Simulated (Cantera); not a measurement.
Feed: 1 mol FeS, 1.2 mol SO₂, 0.94 mol N₂, at 0.0133 bar.

Cantera equilibrium calculation (NASA polynomials, part measured and part estimated; ideal gas, pure solids and liquids). Candidate condensed phases: Fe, FeO, FeS, FeSO₄, FeS₂, Fe₂O₃, Fe₂(SO₄)₃, Fe₃O₄, S; 19 gas species. Metal and sulfide melt together well below either melting point, which pure phases cannot show. Mutual solubility and eutectic melting of coexisting phases are not modelled. The tables' stoichiometric FeO is somewhat more stable than real wüstite, so its field is too wide. FeO, FeS: taken at fixed stoichiometry. Gases not in the tables: S₃ to S₇. Equilibrium is a limit: real reactors are often held back by kinetics, nucleation or transport.

Q: Which condensed phases are stable at each of these points (T (K)): 623, 723, 823, 923, 1023, 1123, 1223, 1323, 1423, 1523, 1623, 1723, 1823, 1923?

A: 
| T (K) | condensed phases | Fe condensed (%) |
|---|---|---|
| 623 | FeS₂(s) + Fe₂O₃(s) | 100.0 |
| 723 | FeS₂(s) + Fe₃O₄(s) | 100.0 |
| 823 | FeS(s) + Fe₃O₄(s) | 100.0 |
| 923 | FeS(s) + Fe₃O₄(s) | 100.0 |
| 1023 | FeS(s) + Fe₃O₄(s) | 100.0 |
| 1123 | FeS(s) + Fe₃O₄(s) | 100.0 |
| 1223 | FeS(s) + Fe₃O₄(s) | 100.0 |
| 1323 | FeO(s) + FeS(s) | 100.0 |
| 1423 | FeO(s) + FeS(s) | 100.0 |
| 1523 | FeO(s) + FeS(l) | 100.0 |
| 1623 | FeO(s) + FeS(l) | 100.0 |
| 1723 | FeO(l) | 100.0 |
| 1823 | FeO(l) | 99.8 |
| 1923 | FeO(l) | 99.1 |

At 623 K the condensed part is FeS₂(s) + Fe₂O₃(s). At 723 K the condensed part is FeS₂(s) + Fe₃O₄(s). From 823 K to 1223 K the condensed part is FeS(s) + Fe₃O₄(s). From 1323 K to 1423 K the condensed part is FeO(s) + FeS(s). From 1523 K to 1623 K the condensed part is FeO(s) + FeS(l). From 1723 K to 1923 K the condensed part is FeO(l).
